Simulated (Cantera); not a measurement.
Source: NASA polynomial tables (part measured, part estimated), evaluated in Cantera. Values are per mole of reaction as written; species without (g) are pure solids or liquids, kept so even where they would boil at 1 bar.

Q: Between 350 and 550 K, where is each reaction favourable under standard conditions?
- 6 NiS + CS₂(g) = C + 2 Ni₃S₄
- 2 S + Ni = NiS₂

A: 
- 6 NiS + CS₂(g) = C + 2 Ni₃S₄: ΔG° is -130 kJ at 350 K and -96 kJ at 550 K; it stays negative (K > 1). ΔH° is -186 kJ and ΔS° -165 J/K at 550 K.
- 2 S + Ni = NiS₂: ΔG° is -124 kJ at 350 K and -116 kJ at 550 K; it stays negative (K > 1). ΔH° is -141 kJ and ΔS° -46 J/K at 550 K.
